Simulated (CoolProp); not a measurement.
Properties of n-heptane along the isobar 0.186 MPa (Tc = 268.1 °C, pc = 2.774 MPa, ω = 0.349).

Model: reference Helmholtz-energy equation of state, Span 2003, in CoolProp. It is a short technical equation, of lower accuracy than the large ones.

| T (°C) | phase | density (kg/m³) | expansivity (1/kK) |
|---|---|---|---|
| 237.65 | gas | [?] | [?] |
| 250.45 | gas | 4.400 | [?] |
| 263.15 | gas | 4.286 | 2.040 |
| 275.85 | gas | 4.178 | 1.979 |
| 288.65 | gas | 4.075 | 1.921 |
| 301.35 | gas | 3.978 | 1.867 |
| 314.15 | gas | 3.885 | 1.817 |
| 326.85 | gas | 3.798 | 1.770 |

Fill in the missing entries.


- 237.65, density (kg/m³): 4.522
- 237.65, expansivity (1/kK): 2.181
- 250.45, expansivity (1/kK): 2.107
